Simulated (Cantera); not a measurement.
A closed system holds: 1 mol C₂F₆, 1.6 mol H₂, held at 1127 °C and 2500 Pa.

Method: chemical equilibrium by Gibbs-energy minimisation in Cantera with the NASA 1993 tables (ideal gas, pure condensed phases). Candidate condensed phases: C, C₆H₆, C₇H₈, C₈H₁₈; 95 gas species. The feed counts by its element totals alone. Gases not in the tables: C₂F₆ and larger saturated fluorocarbons. Equilibrium is a limit: real reactors are often held back by kinetics, nucleation or transport.

Base state: HF 0.820, CF₄ 0.179, CF₂ 2.31e-5 (mole fractions); condensed: C(graphite).

Problem. What changes in the equilibrium state with this change: H₂ from 1.6 to 0.035 mol?

Solution. 
```tsv
species	before	after
CF₄	0.179	0.955
HF	0.820	0.0451
CF₂	2.31e-5	5.32e-5
CF₃	5.93e-6	2.08e-5
C(graphite), mol	1.30	0.517
```
